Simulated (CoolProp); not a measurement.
The fluid at 249.15 K and 2.54 MPa is throttled through a valve to 0.142 MPa with no heat exchange. The same conditions are run with several fluids, on thermodynamics alone (safety and materials aside).

Model: reference Helmholtz-energy equation of state of each fluid (oxygen: Schmidt 1985; methane: Setzmann 1991; dry air: Lemmon 2000; carbon monoxide: Lemmon 2006; CF4 (R14): Platzer 1990), in CoolProp. The equations of Platzer and Polt are older, rougher fits. Blends and air are pseudo-pure fits.

| fluid | temperature change (K) | final density (kg/m³) |
|---|---|---|
| oxygen | -9.1 | 2.28 |
| methane | -15.8 | 1.18 |
| dry air | -7.7 | 2.05 |
| carbon monoxide | -8.5 | 1.99 |
| CF4 (R14) | -24.0 | 6.77 |
